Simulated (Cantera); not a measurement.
Input: 1 mol Hg, 31 mol H₂, equilibrated at 652 °C and 43.0 mbar.

These are equilibrium values from Cantera (NASA tables, ideal gas, pure condensed phases), not measurements of a reactor. Candidate condensed phases: Hg; 3 gas species. The numbers say what is thermodynamically allowed, not how fast it happens.

Base state: H₂ 0.969, Hg 0.0312 (mole fractions); condensed: gas only.

Problem. What changes in the equilibrium state with this change: Hg replaced by Fe(CO)₅?

Solution. 
```tsv
species	before	after
H₂	0.969	0.854
CO	0	0.130
CH₄	0	0.00711
Hg	0.0312	0
H₂O	0	0.00708
CO₂	0	0.00218
C(graphite), mol	0	0.0759
Fe(α), mol	0	1.00
```
Condensed phases not in the tables: cementite and carbon dissolved in iron. Further candidate phases: C, C₆H₆, C₇H₈, C₈H₁₈, Fe, Fe(CO)₅, FeO, Fe(OH)₂, Fe(OH)₃, Fe₂O₃, Fe₃O₄, H₂O.
